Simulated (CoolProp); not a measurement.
Properties of ethanol along the isotherm 6.05 °C.

Computed with CoolProp (reference Helmholtz-energy equation of state, Schroeder 2014).

```json
[
 {"p (bar)": "9.4", "phase": "liquid", "cp (kJ/(kg K))": "2.296", "cv (kJ/(kg K))": "1.917", "speed of sound (m/s)": "1212", "expansivity (1/kK)": "1.052", "viscosity (µPa s)": "1600", "conductivity (mW/(m K))": "168"},
 {"p (bar)": "18.8", "phase": "liquid", "cp (kJ/(kg K))": "2.295", "cv (kJ/(kg K))": "1.916", "speed of sound (m/s)": "1218", "expansivity (1/kK)": "1.046", "viscosity (µPa s)": "1610", "conductivity (mW/(m K))": "168"},
 {"p (bar)": "28.2", "phase": "liquid", "cp (kJ/(kg K))": "2.294", "cv (kJ/(kg K))": "1.916", "speed of sound (m/s)": "1224", "expansivity (1/kK)": "1.040", "viscosity (µPa s)": "1620", "conductivity (mW/(m K))": "169"},
 {"p (bar)": "37.6", "phase": "liquid", "cp (kJ/(kg K))": "2.293", "cv (kJ/(kg K))": "1.916", "speed of sound (m/s)": "1230", "expansivity (1/kK)": "1.034", "viscosity (µPa s)": "1630", "conductivity (mW/(m K))": "169"},
 {"p (bar)": "47", "phase": "liquid", "cp (kJ/(kg K))": "2.293", "cv (kJ/(kg K))": "1.916", "speed of sound (m/s)": "1236", "expansivity (1/kK)": "1.028", "viscosity (µPa s)": "1630", "conductivity (mW/(m K))": "170"},
 {"p (bar)": "56.4", "phase": "liquid", "cp (kJ/(kg K))": "2.292", "cv (kJ/(kg K))": "1.916", "speed of sound (m/s)": "1241", "expansivity (1/kK)": "1.023", "viscosity (µPa s)": "1640", "conductivity (mW/(m K))": "170"},
 {"p (bar)": "65.8", "phase": "liquid", "cp (kJ/(kg K))": "2.291", "cv (kJ/(kg K))": "1.916", "speed of sound (m/s)": "1247", "expansivity (1/kK)": "1.017", "viscosity (µPa s)": "1650", "conductivity (mW/(m K))": "171"},
 {"p (bar)": "75.2", "phase": "liquid", "cp (kJ/(kg K))": "2.290", "cv (kJ/(kg K))": "1.916", "speed of sound (m/s)": "1252", "expansivity (1/kK)": "1.012", "viscosity (µPa s)": "1660", "conductivity (mW/(m K))": "171"},
 {"p (bar)": "84.6", "phase": "liquid", "cp (kJ/(kg K))": "2.290", "cv (kJ/(kg K))": "1.916", "speed of sound (m/s)": "1258", "expansivity (1/kK)": "1.006", "viscosity (µPa s)": "1670", "conductivity (mW/(m K))": "172"},
 {"p (bar)": "94", "phase": "liquid", "cp (kJ/(kg K))": "2.289", "cv (kJ/(kg K))": "1.915", "speed of sound (m/s)": "1263", "expansivity (1/kK)": "1.001", "viscosity (µPa s)": "1680", "conductivity (mW/(m K))": "172"}
]
```

Viscosity comes from a separate model (Kiselev 2005). Thermal conductivity comes from a separate model (Assael 2013).
